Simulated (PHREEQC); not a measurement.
Consider water at 90 °C with 0.002 mol HF and 3.2e-05 mol KF per kg of water. Closed to the air; pH follows from the charge balance.

Model: ion-association model, wateq4f.dat, run in PHREEQC.

```
quantity                    before    after
------------------------  --------  -------
pH                            3.30     3.79
ionic strength (mol/kgw)  0.000552  0.00220
HF (mol/kgw)               0.00148  0.00181
F- (mol/kgw)              0.000548  0.00218
HF2- (mol/kgw)             3.35e-6  1.64e-5
H2F2 (mol/kgw)             4.22e-7  6.37e-7
```

Question: What was changed between the two runs?
A) HF from 0.002 to 0.003 mol/kgw
B) temperature from 90 to 45 °C
C) temperature from 90 to 5 °C
D) diluted 2-fold with water
E) HF replaced by KHF2 at the same molality

Answer: E, HF replaced by KHF2 at the same molality

Precipitation was switched off in this run. At this temperature some constants are extrapolated from 25 °C, and those without enthalpy data are left unchanged.
